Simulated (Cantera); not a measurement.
Charge: 1 mol SiCl4, 5.8 mol H2O, held at 1700 K and 1.00 Torr.

These are equilibrium values from Cantera (NASA tables, ideal gas, pure condensed phases), not measurements of a reactor. Candidate condensed phases: H2O, Si, SiO2; 30 gas species. The tables hold silica as quartz up to 1696 K and as liquid above; real silica turns to tridymite and cristobalite and melts near 1996 K. Equilibrium is a limit: real reactors are often held back by kinetics, nucleation or transport.

Base state: HCl 0.492, H2O 0.480, Cl 0.0157, H2 0.00968, OH 0.00102, O2 0.000744, H 0.000397, O 3.34e-5 (mole fractions); condensed: SiO2(condensed).

Task: What changes in the equilibrium state with this change: pressure from 1.00 Torr to 9.00 Torr?

Result: 
```
species                 before    after
--------------------  --------  -------
HCl                      0.492    0.503
H2O                      0.480    0.484
Cl                      0.0157  0.00764
H2                     0.00968  0.00474
O                      3.34e-5  7.63e-6
H                     0.000397  9.26e-5
SiO2(condensed), mol     1.000    1.000
```
